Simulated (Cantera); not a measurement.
A closed system holds: 1 mol SiH4, 0.51 mol O3, 84 mol N2, held at 1473 K and 0.00870 bar.

Equilibrium computed with Cantera from the NASA thermochemical tables; the gas is ideal and each condensed phase is pure. Candidate condensed phases: H2O, Si, SiO2, Si2N2O, Si3N4; 35 gas species. N2 is the only nitrogen source here; it is nearly inert below about 1500 K, so the nitride shown seldom forms there in practice. Mutual solubility and eutectic melting of coexisting phases are not modelled. The tables hold silica as quartz up to 1696 K and as liquid above; real silica turns to tridymite and cristobalite and melts near 1996 K. Equilibrium is a limit: real reactors are often held back by kinetics, nucleation or transport.

Task: What is the equilibrium state?

Result: 
```
Property                             Result
--------------------------------  ---------
x(N2)                                 0.976
x(H2)                                0.0233
x(SiO)                             0.000600
x(H)                                2.07e-5
x(H2O)                              3.45e-6
n(SiO2(β-quartz))                 0.669 mol
n(Si2N2O(s))                      0.140 mol
gas amount                        85.91 mol
log10 activity of Si(s) (absent)      -3.56
```
